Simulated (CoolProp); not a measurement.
Saturation properties of sulfur dioxide (Tc = 430.6 K, pc = 7.887 MPa, ω = 0.256).

Values from CoolProp's reference Helmholtz-energy equation of state, Gao 2016.

```tsv
T (K)	p (MPa)	liquid density (kg/m³)	vapour density (kg/m³)	liquid cp (kJ/(kg K))	surface tension (mN/m)
220.3	0.009546	1571	0.3356	1.367	37.0
226	0.01390	1557	0.4772	1.364	35.9
231.7	0.01981	1542	0.6645	[?]	34.7
237.5	0.02782	1528	0.9127	1.359	33.6
243.2	0.03813	1513	1.225	1.358	32.5
248.9	0.05138	1498	1.619	1.358	31.3
254.6	0.06816	1484	2.107	1.359	30.2
260.3	0.08912	1469	2.707	1.360	29.1
266	0.1150	1454	3.434	1.362	27.9
271.7	0.1465	1439	4.307	1.366	26.8
277.5	0.1852	1424	5.367	1.370	25.7
283.2	0.2307	1408	[?]	1.375	24.6
288.9	0.2845	1393	8.037	1.381	[?]
294.6	0.3477	1377	9.712	1.388	22.3
```

### Question
What belongs in the gaps?

### Answer

- 231.7, liquid cp (kJ/(kg K)): 1.361
- 283.2, vapour density (kg/m³): 6.597
- 288.9, surface tension (mN/m): 23.5

It boils at 263.1 K under 1 atm.

Surface tension comes from a separate correlation (Mulero 2012).
